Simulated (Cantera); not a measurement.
An adiabatic, constant-volume homogeneous reactor starts with 13.6 % CH4, 0.489 % C2H6, 18.1 % O2, 67.9 % N2, equivalence ratio 1.6, at 1323 K and 645 Torr.

Cantera simulation using GRI-Mech 3.0 (53 species, 325 reactions); the numbers are that mechanism's predictions, not measurements.

**Question.** Predict: time of steepest temperature rise; temperature at 0.100 s; equilibrium temperature; x(O2) at 0.100 s; x(NO) at 0.100 s; x(CH2O) at 0.100 s.

**Answer.** 
```json
{
 "time_of_steepest_temperature_rise": "4.90 ms",
 "temperature at 0.100 s": "2812 K",
 "equilibrium_temperature": "2812 K",
 "x(O2) at 0.100 s": "0.000760 (gas-phase equilibrium 0.000760)",
 "x(NO) at 0.100 s": "0.00197 (gas-phase equilibrium 0.00197)",
 "x(CH2O) at 0.100 s": "7.57e-9 (gas-phase equilibrium 7.57e-9)"
}
```
